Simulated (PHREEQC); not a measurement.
A solution holds 0.25 mol HF, 0.062 mol KF and 0.043 mol H2SO4 per kg of water, at 80 °C. It is in equilibrium with CO2 at log p = -1 (atm). Otherwise closed; pH follows from the charge balance.

The numbers come from PHREEQC with the ion-association model, wateq4f.dat.

No solid was allowed to form.

Question: Order these F species by the share of F that they hold, largest first: HF2-, F-, HF, H2F2.

Answer: HF (80 %), H2F2 (12 %), HF2- (5.0 %), F- (2.3 %)

Question: Order these S species by the share of S that they hold, largest first: HSO4-, KSO4-, SO4-2.

Answer: HSO4- (60 %), SO4-2 (30 %), KSO4- (9.6 %)

The pH is 1.97 and the ionic strength 0.0840 mol/kgw. wateq4f.dat counts part of the HF as a dimer, H2F2, which phreeqc.dat doesn't know; its constant is uncertain. Constants without temperature data keep their 25 °C values here.
